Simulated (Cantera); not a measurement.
## Si + Br₂ (silicon etching in halogen gases)

Input: 1 mol Si, a varied amount of Br₂, equilibrated at 1125 °C and 1.10e-5 bar.

These are equilibrium values from Cantera (NASA tables, ideal gas, pure condensed phases), not measurements of a reactor. Candidate condensed phases: Br₂, Si; 9 gas species. The tables' values for SiBr₃, SiBr are old estimates; treat these amounts as uncertain. The numbers say what is thermodynamically allowed, not how fast it happens.

```csv
n(Br₂) (mol),log p SiBr₂,log p Br,log p SiBr₃,log p SiBr,n Si(s)
0.64,-5.02,-5.82,-7.71,-7.86,0.407
0.75,-5.02,-5.82,-7.71,-7.86,0.305
0.87,-5.02,-5.82,-7.71,-7.86,0.194
1,-5.02,-5.82,-7.71,-7.86,0.0734
1.2,-5.11,-5.51,-7.47,-8.26,0
1.4,-5.22,-5.31,-7.39,-8.57,0
1.6,-5.30,-5.22,-7.39,-8.74,0
1.9,-5.41,-5.15,-7.42,-8.92,0
2.2,-5.49,-5.11,-7.47,-9.05,0
2.5,-5.57,-5.08,-7.51,-9.14,0
2.9,-5.64,-5.06,-7.57,-9.25,0
3.4,-5.73,-5.04,-7.63,-9.35,0
4,-5.81,-5.03,-7.70,-9.45,0
```
log p: log10 of the partial pressure in bar; n: condensed amount in mol.

From 0.64 mol Br₂ to 1 mol Br₂ the condensed part is Si(s). From 1.2 mol Br₂ to 4 mol Br₂ nothing is condensed. The main Si-bearing gas is SiBr₂ throughout.
